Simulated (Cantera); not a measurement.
Charge: 1 mol SiH2Cl2, 12 mol O2, 2.2 mol H2O, at 1600 °C and 1.00 bar.

These are equilibrium values from Cantera (NASA tables, ideal gas, pure condensed phases), not measurements of a reactor. Candidate condensed phases: H2O, Si, SiO2; 30 gas species. The tables hold silica as quartz up to 1696 K and as liquid above; real silica turns to tridymite and cristobalite and melts near 1996 K. Gases not in the tables: Si(OH)4. The numbers say what is thermodynamically allowed, not how fast it happens.

Base state: O2 0.717, H2O 0.151, HCl 0.116, Cl 0.0132, OH 0.00176, Cl2 0.000900, O 0.000200, ClO 0.000186 (mole fractions); condensed: SiO2(condensed).

Task: What changes in the equilibrium state with this change: H2O from 2.2 to 6.1 mol?

Result: 
| species | before | after |
|---|---|---|
| O2 | 0.717 | 0.572 |
| H2O | 0.151 | 0.321 |
| HCl | 0.116 | 0.0967 |
| Cl | 0.0132 | 0.00713 |
| Cl2 | 0.000900 | 0.000263 |
| H2 | 1.85e-5 | 4.40e-5 |
| ClO | 0.000186 | 9.00e-5 |
| SiO2(condensed), mol | 1.00 | 1.00 |

Task: What changes in the equilibrium state with this change: temperature from 1600 °C to 1827 °C?

Result: 
```json
[
 {"species": "O2", "before": "0.717", "after": "0.710"},
 {"species": "H2O", "before": "0.151", "after": "0.153"},
 {"species": "HCl", "before": "0.116", "after": "0.106"},
 {"species": "Cl", "before": "0.0132", "after": "0.0234"},
 {"species": "H", "before": "2.77e-6", "after": "3.23e-5"},
 {"species": "O", "before": "0.000200", "after": "0.00117"},
 {"species": "H2", "before": "1.85e-5", "after": "0.000108"},
 {"species": "SiO2(condensed), mol", "before": "1.00", "after": "0"},
 {"species": "SiO2(l), mol", "before": "0", "after": "1.000"}
]
```

Task: What changes in the equilibrium state with this change: H2O from 2.2 to 16 mol?

Result: 
```
species                 before    after
--------------------  --------  -------
H2O                      0.151    0.551
O2                       0.717    0.377
HCl                      0.116   0.0654
Cl                      0.0132  0.00331
Cl2                   0.000900  5.69e-5
ClO                   0.000186  3.40e-5
H2                     1.85e-5  9.29e-5
HOCl                   4.02e-5  1.64e-5
OH                     0.00176  0.00286
SiO2(condensed), mol      1.00    1.000
```
